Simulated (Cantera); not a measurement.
Input: 1 mol SiCl4, 2.6 mol Cl2, 0.22 mol H2, equilibrated at 1123.15 K and 0.170 bar.

These are equilibrium values from Cantera (NASA tables, ideal gas, pure condensed phases), not measurements of a reactor. The numbers say what is thermodynamically allowed, not how fast it happens.

| species | before | after |
|---|---|---|
| Cl | 0.00383 | 0.379 |
| Cl2 | 0.620 | 0.316 |
| SiCl4 | 0.261 | 0.211 |
| HCl | 0.115 | 0.0933 |
| SiCl3 | 1.86e-8 | 0.000742 |
Gas species are given as mole fractions.

### Question
Name the change that produced these shifts.
(A) H2 from 0.22 to 17 mol
(B) temperature from 1123.15 K to 1000 K
(C) temperature from 1123.15 K to 1773 K
(D) temperature from 1123.15 K to 1423.15 K

### Answer
C, temperature from 1123.15 K to 1773 K. The tables' values for SiCl3 are old estimates; treat these amounts as uncertain
